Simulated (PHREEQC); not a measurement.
Solution (76 °C): 0.0094 mol HCl, 0.012 mol Li2SO4 and 0.0023 mol Na2SO4 per kg of water. Closed to the air; pH follows from the charge balance.

Model: ion-association model, wateq4f.dat, run in PHREEQC.

**Question.** The ionic strength comes out as 0.0403 mol/kgw. What activity coefficients do NaSO4-, H+, Na+, SO4-2, LiSO4- get?

**Answer.** NaSO4- 0.83, H+ 0.85, Na+ 0.82, SO4-2 0.46, LiSO4- 0.82.

No solid was allowed to form. Complexes and solids missing from the database can't appear. Constants without temperature data keep their 25 °C values here.
